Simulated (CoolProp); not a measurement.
Aqueous sodium chloride as a coolant, at 39 °C, 1 atm.

Computed with CoolProp (Melinder's fits for secondary coolants).

| mass % | freezing point (°C) | Prandtl number | conductivity (W/(m K)) | density (kg/m³) | cp (kJ/(kg K)) |
|---|---|---|---|---|---|
| 1.1 | -0.7 | 4.47 | 0.628 | 1000 | 4.123 |
| 4.7 | -2.9 | 4.64 | 0.624 | 1025 | 3.960 |
| 8.3 | -5.3 | 4.84 | 0.620 | 1051 | 3.811 |
| 11.8 | -8.0 | 5.07 | 0.617 | 1076 | 3.679 |
| 15.4 | -11.3 | 5.38 | 0.613 | 1103 | 3.557 |
| 19 | -15.2 | 5.83 | 0.609 | 1130 | 3.450 |
| 22.5 | -19.8 | 6.47 | 0.604 | 1158 | 3.363 |
